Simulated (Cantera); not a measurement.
A closed system holds: 1 mol S, 0.44 mol SO2, 2.4 mol H2, equilibrated at 1.00 bar.

These are equilibrium values from Cantera (NASA tables, ideal gas, pure condensed phases), not measurements of a reactor. Candidate condensed phases: H2O, H2SO4, S; 19 gas species. Kinetics and transport are ignored.

Q: At 1775 K, list the 7 most abundant gas species with their mole fractions, and the condensed phases.

A: H2 0.362, H2O 0.297, H2S 0.169, S2 0.157, SH 0.00970, SO2 0.00325, SO 0.00139. Condensed: gas only.
